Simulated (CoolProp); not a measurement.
Vapour-liquid equilibrium of n-pentane (1) + cyclohexane (2) at 346.4 K; x and y are mole fractions of (1).

The numbers come from the multi-fluid Helmholtz-energy mixture model, Thol 2019 and Zhou 2014; pair parameters Bell 2016 in CoolProp.

| x | bubble pressure, mixture model (bar) | bubble pressure, Raoult's law (bar) | y, mixture model | y, Raoult's law |
|---|---|---|---|---|
| 0.05 | 0.9374 | 0.9194 | 0.179 | 0.168 |
| 0.2 | ? | 1.263 | 0.494 | 0.490 |
| 0.35 | ? | 1.606 | 0.665 | 0.674 |
| 0.5 | ? | 1.949 | 0.778 | 0.793 |
| 0.65 | 2.316 | 2.292 | ? | 0.877 |
| 0.8 | 2.643 | 2.635 | 0.927 | 0.939 |
| 0.95 | 2.978 | 2.978 | 0.983 | 0.986 |

### Question
What belongs in the gaps?

### Answer

- 0.2, bubble pressure, mixture model (bar): 1.310
- 0.35, bubble pressure, mixture model (bar): 1.657
- 0.5, bubble pressure, mixture model (bar): 1.990
- 0.65, y, mixture model: 0.860

The largest gap from Raoult's law is +3.7 % in bubble pressure, at x = 0.2. No azeotrope shows between x = 0.05 and 0.95.

Pair parameters are fitted to limited data, so mixtures are less certain than the pure fluids.
